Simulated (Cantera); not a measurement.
Pyrogenic steam for wet oxidation

A perfectly stirred reactor is fed with H₂ : O₂ : N₂ = 1.4 : 1 : 4.8 (molar parts), at 0.148 atm; it is held at 1300 K, and followed from long to short residence time.

Computed with Cantera and the H2/O2 subset of GRI-Mech 3.0, which has no nitrogen chemistry. The temperature is held fixed by assumption; the heat of reaction is taken as removed at once.

```
τ (s)        x H₂    x O₂    x HO₂      x OH       x O
-------  --------  ------  -------  --------  --------
2.3      0.000255  0.0461  1.95e-6  0.000490   8.57e-5
0.85     0.000495  0.0461  3.02e-6  0.000685  0.000168
0.31     0.000960  0.0462  4.27e-6  0.000960  0.000331
0.12      0.00177  0.0465  5.41e-6   0.00132  0.000622
0.043     0.00336  0.0470  6.43e-6   0.00184   0.00122
0.016     0.00604  0.0482  7.16e-6   0.00252   0.00227
0.0058     0.0104  0.0504  7.71e-6   0.00339   0.00419
0.0021     0.0167  0.0542  8.11e-6   0.00439   0.00731
0.00078    0.0242  0.0593  8.34e-6   0.00533    0.0114
0.00029    0.0340  0.0659  8.48e-6   0.00607    0.0150
```
x: mole fraction; the columns are a selection and need not sum to one.
